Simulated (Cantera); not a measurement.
**Silicon carbide growth: SiH4 + HCl + H2 + C3H8**

Feed: 1 mol SiH4, 0.82 mol HCl, 15 mol H2, 0.71 mol C3H8, equilibrated at 10.0 mbar.

Cantera equilibrium calculation (NASA polynomials, part measured and part estimated; ideal gas, pure solids and liquids). Candidate condensed phases: C, C6H6, C7H8, C8H18, Si, SiC; 109 gas species. The tables' values for SiCl are old estimates; treat these amounts as uncertain. Gases not in the tables: Si2H6 and higher silanes. Kinetics and transport are ignored.

From 973 K to 2173 K the condensed part is C(graphite) + SiC(s). From 2373 K to 2573 K the condensed part is C(graphite). The main Si-bearing gas is SiCl4 at 973 K and Si at 2573 K.

```json
[
 {"T (K)": "973", "log p H2": "-2.02", "log p H": "-9.98", "log p HCl": "-3.41", "log p Si": "<-14", "log p C2H2 (acetylene)": "-11.29", "log p SiC2": "<-14", "n C(graphite)": "1.11", "n SiC(s)": "0.998"},
 {"T (K)": "1173", "log p H2": "-2.02", "log p H": "-7.94", "log p HCl": "-3.40", "log p Si": "<-14", "log p C2H2 (acetylene)": "-9.23", "log p SiC2": "<-14", "n C(graphite)": "1.13", "n SiC(s)": "1.000"},
 {"T (K)": "1373", "log p H2": "-2.02", "log p H": "-6.49", "log p HCl": "-3.40", "log p Si": "-11.78", "log p C2H2 (acetylene)": "-7.78", "log p SiC2": "<-14", "n C(graphite)": "1.13", "n SiC(s)": "1.000"},
 {"T (K)": "1573", "log p H2": "-2.02", "log p H": "-5.40", "log p HCl": "-3.40", "log p Si": "-9.28", "log p C2H2 (acetylene)": "-6.70", "log p SiC2": "-11.78", "n C(graphite)": "1.13", "n SiC(s)": "0.999"},
 {"T (K)": "1773", "log p H2": "-2.02", "log p H": "-4.56", "log p HCl": "-3.41", "log p Si": "-7.34", "log p C2H2 (acetylene)": "-5.87", "log p SiC2": "-9.25", "n C(graphite)": "1.13", "n SiC(s)": "0.998"},
 {"T (K)": "1973", "log p H2": "-2.02", "log p H": "-3.88", "log p HCl": "-3.41", "log p Si": "-5.81", "log p C2H2 (acetylene)": "-5.22", "log p SiC2": "-7.24", "n C(graphite)": "1.11", "n SiC(s)": "0.992"},
 {"T (K)": "2173", "log p H2": "-2.04", "log p H": "-3.34", "log p HCl": "-3.44", "log p Si": "-4.55", "log p C2H2 (acetylene)": "-4.70", "log p SiC2": "-5.62", "n C(graphite)": "1.11", "n SiC(s)": "0.917"},
 {"T (K)": "2373", "log p H2": "-2.10", "log p H": "-2.90", "log p HCl": "-3.51", "log p Si": "-3.52", "log p C2H2 (acetylene)": "-4.31", "log p SiC2": "-4.28", "n C(graphite)": "1.59", "n SiC(s)": "0"},
 {"T (K)": "2573", "log p H2": "-2.19", "log p H": "-2.56", "log p HCl": "-3.61", "log p Si": "-3.55", "log p C2H2 (acetylene)": "-4.03", "log p SiC2": "-4.04", "n C(graphite)": "1.15", "n SiC(s)": "0"}
]
```
log p: log10 of the partial pressure in bar; n: condensed amount in mol.
